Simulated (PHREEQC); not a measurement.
A PHREEQC speciation (ion-association model, wateq4f.dat) at 20 °C gives pH 4.73 and these molalities:

| species | mol/kgw |
|---|---|
| SO4-2 | 0.0219 |
| Cu+2 | 0.0218 |
| CuSO4 | 0.0151 |
| H+ | 2.23e-5 |
| HSO4- | 1.77e-5 |
| Cu2(OH)2+2 | 1.63e-5 |
| CuOH+ | 6.29e-6 |

What are the element totals, and what could have been dissolved in 1 kg of water to give them?

One answer among several that fit: totals Cu(2) 0.0370, S(6) 0.0370 mol/kgw, from 37 mmol/kgw CuSO4.

This is a speciation only: nothing precipitates in the calculation. Saturation is exceeded, for instance for Antlerite, Brochantite; the values hold only as long as no solid forms.
